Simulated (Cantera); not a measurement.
A perfectly stirred reactor is fed with CH4 : H2 : CO2 : H2O = 0.015 : 1 : 0.013 : 0.0018 (molar parts), at 18000 Pa; it is held at 2725 K, and followed from long to short residence time.

Computed with Cantera and GRI-Mech 3.0 (53 species, 325 reactions).

x: mole fraction; the columns are a selection and need not sum to one.

```csv
τ (s),x CH4,x H2,x CO2,x HO2,x H,x C2H,x C2H4
13,1.70e-6,0.840,1.00e-7,<1e-12,0.136,___,4.94e-9
3.0,3.07e-6,0.840,3.19e-7,<1e-12,0.136,___,6.16e-9
0.70,5.97e-6,0.840,8.91e-7,<1e-12,0.135,___,9.52e-9
0.16,1.27e-5,0.843,2.38e-6,<1e-12,0.132,___,1.91e-8
0.039,3.12e-5,0.853,6.51e-6,1.50e-12,0.121,___,5.26e-8
0.0091,0.000117,0.880,2.31e-5,7.59e-12,0.0930,___,2.70e-7
0.0021,0.000530,0.908,0.000104,2.73e-11,0.0617,___,1.79e-6
```

**Question.** Fill in the missing entries.

**Answer.** 
- 13, x C2H: 1.66e-6
- 3.0, x C2H: 2.01e-6
- 0.70, x C2H: 2.91e-6
- 0.16, x C2H: 4.89e-6
- 0.039, x C2H: 8.72e-6
- 0.0091, x C2H: 1.58e-5
- 0.0021, x C2H: 2.33e-5
